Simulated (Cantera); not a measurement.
Input (Python, Cantera) and output of one run.

```python
import numpy as np
import cantera as ct

gas_names = """
    CL CL2 N N2 Si SiCL SiCL2 SiCL3 SiCL4 SiN Si2 Si2N Si3
""".split()
cond_names = """
    Si(cr) Si(L) Si3N4(a)
""".split()


def load(file, names, dense=False):
    # The tables refer to 1 bar. Condensed volumes are neglected.
    table = {s.name: s for s in ct.Species.list_from_file(file)}
    out = []
    for n in names:
        d = dict(table[n].input_data)
        d["thermo"] = dict(d["thermo"], **{"reference-pressure": 1e5})
        if dense:
            d["equation-of-state"] = {"model": "constant-volume", "density": "1e6 g/cm^3"}
        out.append(ct.Species.from_dict(d))
    return out


gas = ct.Solution(thermo="ideal-gas", species=load("nasa_gas.yaml", gas_names))
cond = {s.name: ct.Solution(thermo="fixed-stoichiometry", species=[s], name=s.name)
        for s in load("nasa_condensed.yaml", cond_names, dense=True)}
atoms = {
    'Si': {'Si': 1},
    'Cl2': {'CL': 2},
    'N2': {'N': 2},
}
top_T = {'Si3N4(a)': 2400}  # K; cautious upper limits of use, not melting points


def equilibrate(T, P, feed):
    n = {}
    for name, mol in feed.items():
        for a, k in atoms[name].items():
            n[a] = n.get(a, 0.0) + k * mol
    gas.TPX = T, P, n
    mass = sum(n.values()) * gas.mean_molecular_weight
    gas.equilibrate("TP")
    valid = [c for c in cond.values() if c.min_temp <= T <= top_T.get(c.name, c.max_temp)]
    mix = ct.Mixture([(gas, mass / gas.mean_molecular_weight)] + [(c, 0.0) for c in valid])
    mix.T, mix.P = T, P
    mix.equilibrate("TP", solver="vcs", rtol=1e-11, max_steps=5000)
    return mix


results = []
feed = {'Si': 1, 'Cl2': 0.59, 'N2': 28}  # mol
P = 100000  # Pa
for T in [523, 673, 823, 973, 1123, 1273, 1423, 1573, 1723]:
    mix = equilibrate(T, P, feed)
    results.append((T, P, feed, dict(zip(mix.species_names, mix.species_moles))))

top = {s: max(r[3][s] / sum(r[3][g] for g in gas_names) for r in results) for s in gas_names}
cols = sorted((s for s in top if top[s] > 0.001), key=lambda s: -top[s])[:6]
seen = [c for c in cond_names if any(r[3].get(c, 0) > 1e-12 for r in results)]
print("log10 of partial pressures in bar; condensed amounts in mol")
print(f"{'T/K':>10s}" + "".join(f"{s[:9]:>10s}" for s in cols + seen))
for T, P, feed, n in results:
    ng = sum(n[g] for g in gas_names)
    print(f"{T:10.4g}" + "".join(f"{np.log10(max(n[s] / ng * P / 1e5, 1e-99)):10.3f}" for s in cols)
          + "".join(f"{n.get(c, 0):10.4g}" for c in seen))
```

Result:

```
log10 of partial pressures in bar; condensed amounts in mol
       T/K        N2     SiCL2     SiCL4     SiCL3  Si3N4(a)
       523    -0.005   -21.250    -1.975   -13.511     0.235
       673    -0.005   -14.890    -1.975    -9.767     0.235
       823    -0.005   -10.865    -1.975    -7.396     0.235
       973    -0.005    -8.095    -1.975    -5.763     0.235
      1123    -0.005    -6.076    -1.975    -4.573    0.2349
      1273    -0.005    -4.547    -1.982    -3.673    0.2344
      1423    -0.005    -3.363    -2.017    -2.989    0.2306
      1573    -0.006    -2.476    -2.174    -2.535    0.2127
      1723    -0.008    -1.940    -2.686    -2.449    0.1729
```

Method: chemical equilibrium by Gibbs-energy minimisation in Cantera with the NASA 1993 tables (ideal gas, pure condensed phases). N2 is the only nitrogen source here; it is nearly inert below about 1500 K, so the nitride shown seldom forms there in practice. The tables' values for SiCl3 are old estimates; treat these amounts as uncertain.
